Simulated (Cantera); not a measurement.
A Cantera script and its output.

```python
import numpy as np
import cantera as ct

gas = ct.Solution("gri30.yaml")


def delay(T, t_max=10):
    gas.TPX = T, 100000, {'CH4': 1, 'C2H6': 0.2, 'O2': 6.28, 'N2': 23.6}
    reactor = ct.IdealGasReactor(gas, clone=False)
    net = ct.ReactorNet([reactor])
    net.rtol, net.atol = 1e-8, 1e-16
    while net.time < t_max:
        t_old, T_old = net.time, reactor.T
        net.step()
        if reactor.T > T + 400:  # ignition: a rise of 400 K
            return t_old + (T + 400 - T_old) / (reactor.T - T_old) * (net.time - t_old)
    return np.nan


taus = []
for T in [1275, 1375, 1475, 1575, 1675, 1775, 1875]:
    taus.append(delay(T))
    print(f"T0 = {T:6g} K   tau = {taus[-1]:.4e} s")
```

Result:

```
T0 =   1275 K   tau = 1.0081e-03 s
T0 =   1375 K   tau = 3.6868e-04 s
T0 =   1475 K   tau = 1.6270e-04 s
T0 =   1575 K   tau = 8.1429e-05 s
T0 =   1675 K   tau = 4.5162e-05 s
T0 =   1775 K   tau = 2.7446e-05 s
T0 =   1875 K   tau = 1.8097e-05 s
```

Model: GRI-Mech 3.0 (53 species, 325 reactions), integrated in Cantera.
